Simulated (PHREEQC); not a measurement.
Consider water at 25 °C with 0.0019 mol/kgw HF, 0.00027 mol/kgw NH4F and 0.0047 mol/kgw HCl. Closed to the air; pH follows from the charge balance.

Equilibrium calculation in PHREEQC: ion-association model, wateq4f.dat.

Each row changes one thing in this solution. Precipitation was switched off in this run.

```json
[
 {"case": "as made", "pH": "2.35", "ionic strength (mol/kgw)": "0.00500", "HF (mol/kgw)": "0.00185", "F- (mol/kgw)": "0.000301", "H2F2 (mol/kgw)": "8.90e-6", "HF2- (mol/kgw)": "2.14e-6"},
 {"case": "temperature from 25 to 10 °C", "pH": "2.35", "ionic strength (mol/kgw)": "0.00507", "HF (mol/kgw)": "0.00177", "F- (mol/kgw)": "0.000369", "H2F2 (mol/kgw)": "1.38e-5", "HF2- (mol/kgw)": "2.17e-6"},
 {"case": "HCl from 0.0047 to 0.00517 mol/kgw", "pH": "2.32", "ionic strength (mol/kgw)": "0.00545", "HF (mol/kgw)": "0.00187", "F- (mol/kgw)": "0.000280", "H2F2 (mol/kgw)": "9.10e-6", "HF2- (mol/kgw)": "2.01e-6"},
 {"case": "temperature from 25 to 70 °C", "pH": "2.37", "ionic strength (mol/kgw)": "0.00485", "HF (mol/kgw)": "0.00202", "F- (mol/kgw)": "0.000144", "H2F2 (mol/kgw)": "?", "HF2- (mol/kgw)": "1.27e-6"},
 {"case": "HF replaced by (NH4)2SiF6 at the same molality", "pH": "2.43", "ionic strength (mol/kgw)": "?", "HF (mol/kgw)": "0.00245", "F- (mol/kgw)": "0.000493", "H2F2 (mol/kgw)": "1.57e-5", "HF2- (mol/kgw)": "4.64e-6"},
 {"case": "HCl from 0.0047 to 0.00047 mol/kgw", "pH": "2.99", "ionic strength (mol/kgw)": "0.00134", "HF (mol/kgw)": "0.00129", "F- (mol/kgw)": "0.000867", "H2F2 (mol/kgw)": "4.31e-6", "HF2- (mol/kgw)": "4.28e-6"},
 {"case": "HCl from 0.0047 to 0.00705 mol/kgw", "pH": "2.19", "ionic strength (mol/kgw)": "0.00727", "HF (mol/kgw)": "0.00193", "F- (mol/kgw)": "0.000218", "H2F2 (mol/kgw)": "?", "HF2- (mol/kgw)": "1.62e-6"},
 {"case": "HF left out", "pH": "2.38", "ionic strength (mol/kgw)": "0.00474", "HF (mol/kgw)": "0.000230", "F- (mol/kgw)": "3.96e-5", "H2F2 (mol/kgw)": "1.38e-7", "HF2- (mol/kgw)": "3.50e-8"},
 {"case": "NH4F left out", "pH": "2.33", "ionic strength (mol/kgw)": "0.00496", "HF (mol/kgw)": "0.00163", "F- (mol/kgw)": "0.000254", "H2F2 (mol/kgw)": "6.93e-6", "HF2- (mol/kgw)": "1.59e-6"}
]
```

Task: Fill in the missing entries.

Result: 
- temperature from 25 to 70 °C, H2F2 (mol/kgw): 1.85e-6
- HF replaced by (NH4)2SiF6 at the same molality, ionic strength (mol/kgw): 0.00954
- HCl from 0.0047 to 0.00705 mol/kgw, H2F2 (mol/kgw): 9.71e-6

Complexes and solids missing from the database can't appear. Some of these states are supersaturated (in Quartz (slow to form), Chalcedony (slow to form), for instance). At this temperature some constants are extrapolated from 25 °C, and those without enthalpy data are left unchanged. SiF6-2 is the database's only silicon fluoride.
